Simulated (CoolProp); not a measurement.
R410A at 425.17 K and 0.571 MPa flows at 0.38 m/s in a round tube of 20 mm bore and 45 µm roughness, fully developed (64/Re and Nu = 3.66 if laminar; Colebrook and Gnielinski if turbulent). Each further row changes one setting.

The numbers come from the reference Helmholtz-energy equation of state, Lemmon 2003 in CoolProp. It is a pseudo-pure fit of the blend.

```json
[
 {"case": "as stated", "Reynolds number": "4930", "Darcy friction factor": "0.0400", "pressure drop (Pa/m)": "1.73", "heat-transfer coefficient (W/(m² K))": "20.8", "mass flow (kg/h)": "5.14"},
 {"case": "velocity 0.76 m/s", "Reynolds number": "9860", "Darcy friction factor": "0.0342", "pressure drop (Pa/m)": "5.91", "heat-transfer coefficient (W/(m² K))": "39.8", "mass flow (kg/h)": "10.3"},
 {"case": "diameter 40 mm", "Reynolds number": "9860", "Darcy friction factor": "0.0327", "pressure drop (Pa/m)": "0.706", "heat-transfer coefficient (W/(m² K))": "19.0", "mass flow (kg/h)": "20.6"}
]
```

Viscosity comes from a separate model (Geller 2000). Thermal conductivity comes from a separate model (Geller 2001).
